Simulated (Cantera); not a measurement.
A perfectly stirred reactor is fed with C2H6 : N2 = 1 : 2.8 (molar parts), at 0.0130 bar; it is held at 1673 K, and followed from long to short residence time.

Model: GRI-Mech 3.0 (53 species, 325 reactions), integrated in Cantera. GRI-Mech 3.0 stops at C3 and has no aromatics, soot or wall deposition, so with more carbon than oxygen in the feed, carbon stays in small species such as C2H2 where larger ones or solid carbon would form. Radical loss at walls, strong at low pressure, is not modelled.

```tsv
quantity	before	after
x(C2H6) at τ = 12.0 s	9.63e-6	0.00328
x(H2) at τ = 12.0 s	0.334	0.252
x(C2H2) at τ = 12.0 s	0.169	0.116
x(C2H4) at τ = 12.0 s	0.000110	0.0459
x(CH3) at τ = 12.0 s	0.000411	4.60e-5
x(C2H6) at τ = 0.330 s	0.000293	0.0749
x(H2) at τ = 0.330 s	0.300	0.125
x(C2H2) at τ = 0.330 s	0.158	0.0171
x(C2H4) at τ = 0.330 s	0.00173	0.111
x(CH3) at τ = 0.330 s	0.00243	0.000210
```

Problem. What was changed between the two runs?
A) pressure from 0.0130 bar to 0.000700 bar
B) temperature 1673 to 1200 K
C) pressure from 0.0130 bar to 0.000630 bar
D) pressure from 0.0130 bar to 0.133 bar

Solution. B, temperature 1673 to 1200 K
